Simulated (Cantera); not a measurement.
Input: 1 mol HMDSO, 1 mol O₂, held at 0.133 bar.

These are equilibrium values from Cantera (NASA tables, ideal gas, pure condensed phases), not measurements of a reactor. Candidate condensed phases: C, C₆H₆, C₇H₈, C₈H₁₈, H₂O, Si, SiC, SiO₂; 123 gas species. The feed counts by its element totals alone. Mutual solubility and eutectic melting of coexisting phases are not modelled. The tables hold silica as quartz up to 1696 K and as liquid above; real silica turns to tridymite and cristobalite and melts near 1996 K. Rates play no part.

x: gas mole fraction; n: condensed amount in mol.

```json
[
 {"T (°C)": "477", "x H₂": "0.756", "x CH₄": "0.244", "x CO": "4.47e-12", "x H₂O": "(withheld)", "n C(graphite)": "3.74", "n SiC(s)": "0.500", "n SiO₂(α-quartz)": "1.50", "n SiO₂(β-quartz)": "0"},
 {"T (°C)": "527", "x H₂": "0.866", "x CH₄": "0.134", "x CO": "9.67e-11", "x H₂O": "(withheld)", "n C(graphite)": "4.43", "n SiC(s)": "0.500", "n SiO₂(α-quartz)": "1.50", "n SiO₂(β-quartz)": "0"},
 {"T (°C)": "577", "x H₂": "0.928", "x CH₄": "0.0715", "x CO": "1.45e-9", "x H₂O": "(withheld)", "n C(graphite)": "4.90", "n SiC(s)": "0.500", "n SiO₂(α-quartz)": "0", "n SiO₂(β-quartz)": "1.50"},
 {"T (°C)": "627", "x H₂": "0.962", "x CH₄": "0.0385", "x CO": "1.60e-8", "x H₂O": "(withheld)", "n C(graphite)": "5.17", "n SiC(s)": "0.500", "n SiO₂(α-quartz)": "0", "n SiO₂(β-quartz)": "1.50"},
 {"T (°C)": "677", "x H₂": "0.979", "x CH₄": "0.0214", "x CO": "1.36e-7", "x H₂O": "(withheld)", "n C(graphite)": "5.31", "n SiC(s)": "0.500", "n SiO₂(α-quartz)": "0", "n SiO₂(β-quartz)": "1.50"},
 {"T (°C)": "727", "x H₂": "0.988", "x CH₄": "0.0124", "x CO": "9.36e-7", "x H₂O": "(withheld)", "n C(graphite)": "5.39", "n SiC(s)": "0.500", "n SiO₂(α-quartz)": "0", "n SiO₂(β-quartz)": "1.50"},
 {"T (°C)": "777", "x H₂": "0.992", "x CH₄": "0.00752", "x CO": "5.34e-6", "x H₂O": "(withheld)", "n C(graphite)": "5.43", "n SiC(s)": "0.500", "n SiO₂(α-quartz)": "0", "n SiO₂(β-quartz)": "1.50"},
 {"T (°C)": "827", "x H₂": "0.995", "x CH₄": "0.00474", "x CO": "2.59e-5", "x H₂O": "(withheld)", "n C(graphite)": "5.46", "n SiC(s)": "0.500", "n SiO₂(α-quartz)": "0", "n SiO₂(β-quartz)": "1.50"},
 {"T (°C)": "877", "x H₂": "0.997", "x CH₄": "0.00310", "x CO": "0.000109", "x H₂O": "(withheld)", "n C(graphite)": "5.47", "n SiC(s)": "0.500", "n SiO₂(α-quartz)": "0", "n SiO₂(β-quartz)": "1.50"},
 {"T (°C)": "927", "x H₂": "0.997", "x CH₄": "0.00210", "x CO": "0.000408", "x H₂O": "(withheld)", "n C(graphite)": "5.48", "n SiC(s)": "0.502", "n SiO₂(α-quartz)": "0", "n SiO₂(β-quartz)": "1.50"}
]
```

### Question
Complete the blanks.

### Answer

- 477, x H₂O: 4.10e-11
- 527, x H₂O: 2.61e-10
- 577, x H₂O: 1.27e-9
- 627, x H₂O: 4.97e-9
- 677, x H₂O: 1.66e-8
- 727, x H₂O: 4.87e-8
- 777, x H₂O: 1.28e-7
- 827, x H₂O: 3.08e-7
- 877, x H₂O: 6.82e-7
- 927, x H₂O: 1.41e-6
